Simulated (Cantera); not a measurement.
Charge: 1 mol Si₂Cl₆, 0.072 mol Cl₂, 72 mol N₂, equilibrated at 1275 °C and 0.850 bar.

Equilibrium computed with Cantera from the NASA thermochemical tables; the gas is ideal and each condensed phase is pure. Candidate condensed phases: Si, Si₃N₄; 13 gas species. The feed counts by its element totals alone. The tables' values for SiCl₃ are old estimates; treat these amounts as uncertain. Equilibrium is a limit: real reactors are often held back by kinetics, nucleation or transport.

Base state: N₂ 0.976, SiCl₄ 0.0152, SiCl₃ 0.00474, SiCl₂ 0.00413, Cl 1.80e-5 (mole fractions); condensed: Si₃N₄(s).

Task: What changes in the equilibrium state with this change: temperature from 1275 °C to 1150 °C?

Result: 
```csv
species,before,after
N₂,0.976,0.978
SiCl₄,0.0152,0.0192
SiCl₃,0.00474,0.00185
SiCl₂,0.00413,0.000706
Cl,1.80e-5,4.00e-6
"Si₃N₄(s), mol",0.0750,0.135
```
N₂ is the only nitrogen source here; it is nearly inert below about 1500 K, so the nitride shown seldom forms there in practice.
